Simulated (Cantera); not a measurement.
Mixture: C3H8 : O2 : N2 = 1 : 7.14 : 26.9 (molar parts), equivalence ratio 0.70, at 3900000 Pa, adiabatic and at constant volume. Ignition delay is the time to a rise of 400 K.

Detailed kinetics in Cantera: GRI-Mech 3.0 (53 species, 325 reactions). GRI-Mech 3.0 was tuned for natural gas; its chemistry of propane as a main component is partial and can be far from experiment. The pressure lies above the range GRI-Mech 3.0 was tuned for (to about 10 atm).

Question: What does this change do: pressure from 3900000 Pa to 101000 Pa?

Answer: 
| quantity | before | after |
|---|---|---|
| delay at 1073 K | 4.20 ms | 96.1 ms |
| delay at 1173 K | 0.782 ms | 9.94 ms |
| delay at 1273 K | 0.165 ms | 1.39 ms |
| delay at 1373 K | 39.9 µs | 0.290 ms |
| apparent activation energy between 1323 and 1423 K | 210 kJ/mol | 210 kJ/mol |

Question: What does this change do: C3H8 1 to 0.48 parts?

Answer: 
```json
[
 {"quantity": "delay at 1073 K", "before": "4.20 ms", "after": "3.92 ms"},
 {"quantity": "delay at 1173 K", "before": "0.782 ms", "after": "0.749 ms"},
 {"quantity": "delay at 1273 K", "before": "0.165 ms", "after": "0.166 ms"},
 {"quantity": "delay at 1373 K", "before": "39.9 µs", "after": "42.6 µs"},
 {"quantity": "apparent activation energy between 1323 and 1423 K", "before": "210 kJ/mol", "after": "200 kJ/mol"}
]
```
